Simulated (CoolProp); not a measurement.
Vapour-liquid equilibrium of benzene (1) + m-xylene (2) at 324.3 K; x and y are mole fractions of (1).

Values from CoolProp's multi-fluid Helmholtz-energy mixture model, Thol 2012 and Zhou 2012; pair parameters Bell 2016.

| x | bubble pressure, mixture model (MPa) | bubble pressure, Raoult's law (MPa) | y, mixture model | y, Raoult's law |
|---|---|---|---|---|
| 0.05 | ? | 0.006066 | ? | 0.312 |
| 0.15 | 0.009553 | 0.009408 | 0.606 | 0.603 |
| 0.25 | 0.01288 | 0.01275 | 0.741 | 0.741 |
| 0.35 | 0.01617 | 0.01609 | 0.820 | 0.822 |
| 0.45 | 0.01944 | 0.01944 | 0.872 | 0.876 |
| 0.55 | 0.02273 | 0.02278 | 0.910 | 0.913 |
| 0.65 | 0.02604 | 0.02612 | ? | 0.941 |
| 0.75 | 0.02938 | 0.02946 | 0.961 | 0.963 |
| 0.85 | 0.03274 | 0.03280 | 0.979 | 0.980 |
| 0.95 | ? | 0.03615 | 0.994 | 0.994 |

### Question
Fill in the missing entries.

### Answer

- 0.05, bubble pressure, mixture model (MPa): 0.006145
- 0.05, y, mixture model: 0.319
- 0.65, y, mixture model: 0.939
- 0.95, bubble pressure, mixture model (MPa): 0.03613

The largest gap from Raoult's law is +1.5 % in bubble pressure, at x = 0.15. No azeotrope shows between x = 0.05 and 0.95.

The pair parameters rest on a limited set of measurements; away from them the model extrapolates.
